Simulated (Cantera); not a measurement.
An adiabatic, constant-pressure homogeneous reactor starts with CH4 : CO : O2 : N2 : H2O = 1 : 0.042 : 1.55 : 5.85 : 1.4 (molar parts), at 1500 K and 240 Torr. Integrator tolerance rtol = 1e-08.

Model: GRI-Mech 3.0 (53 species, 325 reactions), integrated in Cantera.

**Question.** What does this change do: pressure from 240 Torr to 1650 Torr?

**Answer.** 
```json
[
 {"quantity": "time of steepest temperature rise", "before": "4.16 ms", "after": "1.04 ms"},
 {"quantity": "temperature at 0.200 s", "before": "2544 K", "after": "2649 K"},
 {"quantity": "equilibrium temperature", "before": "2544 K", "after": "2649 K"},
 {"quantity": "x(CH4) at 0.200 s", "before": "<1e-12 (gas-phase equilibrium <1e-12)", "after": "<1e-12 (gas-phase equilibrium <1e-12)"},
 {"quantity": "x(CO) at 0.200 s", "before": "0.0544 (gas-phase equilibrium 0.0544)", "after": "0.0530 (gas-phase equilibrium 0.0530)"},
 {"quantity": "x(O2) at 0.200 s", "before": "0.00456 (gas-phase equilibrium 0.00456)", "after": "0.00217 (gas-phase equilibrium 0.00217)"},
 {"quantity": "x(H) at 0.200 s", "before": "0.0121 (gas-phase equilibrium 0.0121)", "after": "0.00685 (gas-phase equilibrium 0.00685)"},
 {"quantity": "x(H2) at 0.200 s", "before": "0.0503 (gas-phase equilibrium 0.0503)", "after": "0.0465 (gas-phase equilibrium 0.0465)"},
 {"quantity": "x(N2O) at 0.200 s", "before": "8.11e-8 (gas-phase equilibrium 8.11e-8)", "after": "1.76e-7 (gas-phase equilibrium 1.76e-7)"},
 {"quantity": "x(NO) at 0.200 s", "before": "0.00308 (gas-phase equilibrium 0.00308)", "after": "0.00253 (gas-phase equilibrium 0.00253)"}
]
```

**Question.** What does this change do: pressure from 240 Torr to 1130 Torr?

**Answer.** 
| quantity | before | after |
|---|---|---|
| time of steepest temperature rise | 4.16 ms | 1.38 ms |
| temperature at 0.200 s | 2544 K | 2630 K |
| equilibrium temperature | 2544 K | 2630 K |
| x(CH4) at 0.200 s | <1e-12 (gas-phase equilibrium <1e-12) | <1e-12 (gas-phase equilibrium <1e-12) |
| x(CO) at 0.200 s | 0.0544 (gas-phase equilibrium 0.0544) | 0.0533 (gas-phase equilibrium 0.0533) |
| x(O2) at 0.200 s | 0.00456 (gas-phase equilibrium 0.00456) | 0.00257 (gas-phase equilibrium 0.00257) |
| x(H) at 0.200 s | 0.0121 (gas-phase equilibrium 0.0121) | 0.00774 (gas-phase equilibrium 0.00774) |
| x(H2) at 0.200 s | 0.0503 (gas-phase equilibrium 0.0503) | 0.0472 (gas-phase equilibrium 0.0472) |
| x(N2O) at 0.200 s | 8.11e-8 (gas-phase equilibrium 8.11e-8) | 1.54e-7 (gas-phase equilibrium 1.54e-7) |
| x(NO) at 0.200 s | 0.00308 (gas-phase equilibrium 0.00308) | 0.00267 (gas-phase equilibrium 0.00267) |
